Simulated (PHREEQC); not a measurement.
Phosphoric acid bath: speciation

A solution holds 1 mmol/kgw H3PO4, 3.9 mmol/kgw NaOH and 0.0033 mmol/kgw H4SiO4, at 30 °C. It is in equilibrium with CO2 at log p = -1 (atm). Otherwise closed; pH follows from the charge balance.

All values are PHREEQC results (ion-association model, wateq4f.dat), not measurements.

* **pH**: 6.26
* **ionic strength**: 0.00402 mol/kgw
* **total alkalinity**: 2.90 meq/kg

```tsv
species	molality	activity	log γ
Na+	0.00389	0.00364	-0.030
CO2	0.00299	0.00299	0.000
HCO3-	0.00277	0.00259	-0.029
H2PO4-	0.000873	0.000816	-0.029
HPO4-2	0.000126	9.60e-5	-0.118
NaHCO3	5.29e-6	5.29e-6	0.000
H4SiO4	3.30e-6	3.30e-6	0.000
NaHPO4-	7.28e-7	6.80e-7	-0.029
H+	5.78e-7	5.43e-7	-0.027
CO3-2	3.22e-7	2.46e-7	-0.117
H3PO4	6.91e-8	6.91e-8	0.000
OH-	2.86e-8	2.67e-8	-0.030
NaCO3-	2.28e-8	2.13e-8	-0.029
H3SiO4-	1.14e-9	1.06e-9	-0.030
```

No solid was allowed to form. H3PO4, which wateq4f.dat lacks, is added to it with the constant of phreeqc.dat.
